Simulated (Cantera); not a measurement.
An isothermal, constant-pressure homogeneous reactor starts with NO : N2 = 1 : 0.44 (molar parts), at 2175 K and 0.0263 atm.

Detailed kinetics in Cantera: GRI-Mech 3.0 (53 species, 325 reactions). Radical loss at walls, strong at low pressure, is not modelled.

x: mole fraction; the columns are a selection and need not sum to one.

| t (s) | x NO | x NO2 | x O | x N2O | x N2 |
|---|---|---|---|---|---|
| 7.00e-6 | 0.694 | 3.70e-11 | 3.37e-7 | 3.36e-7 | 0.306 |
| 3.37e-5 | 0.694 | 8.58e-10 | 1.62e-6 | 1.61e-6 | 0.306 |
| 0.000162 | 0.694 | 1.86e-8 | 7.88e-6 | 7.66e-6 | 0.306 |
| 0.000778 | 0.694 | 3.45e-7 | 3.97e-5 | 3.47e-5 | 0.306 |
| 0.00374 | 0.694 | 3.84e-6 | 0.000225 | 0.000127 | 0.306 |
| 0.0180 | 0.691 | … | … | … | 0.307 |
| 0.0865 | 0.668 | 3.67e-5 | 0.00252 | 0.000158 | 0.318 |
| 0.416 | … | … | … | … | … |
| 2.00 | 0.109 | 2.74e-5 | 0.00763 | 2.57e-6 | 0.596 |

Question: Some entries are withheld; supply them.

Answer: 
- 0.0180, x NO2: 1.85e-5
- 0.0180, x O: 0.00119
- 0.0180, x N2O: 0.000207
- 0.416, x NO: 0.529
- 0.416, x NO2: 6.81e-5
- 0.416, x O: 0.00442
- 0.416, x N2O: 7.91e-5
- 0.416, x N2: 0.387
